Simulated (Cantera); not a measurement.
Mixture: 19.9 % CO, 0.835 % H2, 22.1 % O2, 57.2 % N2, at 6000 Torr, adiabatic and at constant pressure. Ignition delay is the time to a rise of 400 K.

Model: GRI-Mech 3.0 (53 species, 325 reactions), integrated in Cantera. The hydrogen kinetics of GRI-Mech 3.0 are dated; newer H2 mechanisms differ, most at raised pressure. Where the delays flatten at high temperature, the 400 K rule measures the pace of heat release, not the induction time.

Predict: delay at 1198 K; delay at 1398 K; delay at 1598 K; delay at 1798 K; delay at 1998 K.


```json
{
 "delay at 1198 K": "95.7 µs",
 "delay at 1398 K": "18.4 µs",
 "delay at 1598 K": "10.7 µs",
 "delay at 1798 K": "8.44 µs",
 "delay at 1998 K": "7.78 µs"
}
```
